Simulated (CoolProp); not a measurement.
The fluid at 298.15 K and 0.0411 MPa flows at 0.098 m/s in a round tube of 100 mm bore and 45 µm roughness, fully developed (64/Re and Nu = 3.66 if laminar; Colebrook and Gnielinski if turbulent). The same conditions are run with several fluids, on thermodynamics alone (safety and materials aside).

Model: reference Helmholtz-energy equation of state of each fluid (n-pentane: Thol 2019; carbon dioxide: Span 1996; methane: Setzmann 1991; R13: Platzer 1990; R125: Lemmon 2005), in CoolProp. The equations of Platzer and Polt are older, rougher fits.

```tsv
fluid	Reynolds number	Darcy friction factor	pressure drop (Pa/m)	heat-transfer coefficient (W/(m² K))	mass flow (kg/h)
n-pentane	1780	0.0360	0.00211	0.529	3.38
carbon dioxide	481	…	0.00468	0.608	2.03
methane	233	…	0.00351	1.25	0.738
R13	1190	…	0.00450	0.451	4.82
R125	1510	0.0423	0.00406	0.512	5.55
```

Question: Some entries are withheld; supply them.

Answer: 
- carbon dioxide, Darcy friction factor: 0.133
- methane, Darcy friction factor: 0.275
- R13, Darcy friction factor: 0.0539

Transport values come from each fluid's own correlations; those of n-pentane, R13 are estimates that may be off by 10 % or more.
